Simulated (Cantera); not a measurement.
## Transport properties of process gases

Gas mixture: 100 % O2, at 13300 Pa, frozen composition.

Cantera's kinetic-theory transport with the Lennard-Jones parameters of GRI-Mech 3.0, ideal gas; thermal conductivity in the mixture-averaged form.

| T (K) | ρ (kg/m³) | cp (J/kg/K) | μ (µPa s) | λ (mW/m/K) | Pr | D (cm²/s) O | D (cm²/s) CO2 | D (cm²/s) CH4 |
|---|---|---|---|---|---|---|---|---|
| 400 | 0.128 | 941.4 | 25.6 | 33.9 | 0.713 | 4.13 | 2.01 | 2.86 |
| 650 | 0.0789 | 1017 | 36.0 | 51.6 | 0.709 | 9.42 | 4.72 | 6.62 |
| 900 | 0.0570 | 1074 | 44.7 | 67.6 | 0.710 | 16.3 | 8.24 | 11.5 |
| 1150 | 0.0446 | 1109 | 52.5 | 82.2 | 0.708 | 24.4 | 12.5 | 17.3 |
| 1400 | 0.0366 | 1134 | 59.7 | 95.7 | 0.707 | 33.9 | 17.3 | 24.0 |
| 1650 | 0.0311 | 1155 | 66.4 | 108 | 0.707 | 44.5 | 22.8 | 31.6 |
D: mixture-averaged diffusion coefficient of that species in the mixture.
